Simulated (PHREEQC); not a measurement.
Make-up at 25 °C: 5.2 mmol/kgw NH3 and 48 mmol/kgw K2SO4. Closed to the air; pH follows from the charge balance.

The numbers come from PHREEQC with the ion-association model, phreeqc.dat.

| quantity | before | after |
|---|---|---|
| pH | 10.51 | 7.17 |
| ionic strength (mol/kgw) | 0.128 | 0.128 |
| K+ (mol/kgw) | 0.0879 | 0.0879 |
| SO4-2 (mol/kgw) | 0.0398 | 0.0399 |
| KSO4- (mol/kgw) | 0.00813 | 0.00814 |

**Question.** Which change was made?
A. 0.0039 mol/kgw KOH added
B. diluted 2-fold with water
C. NH3 left out
D. K2SO4 from 0.048 to 0.24 mol/kgw

**Answer.** C, NH3 left out

Precipitation was switched off in this run.
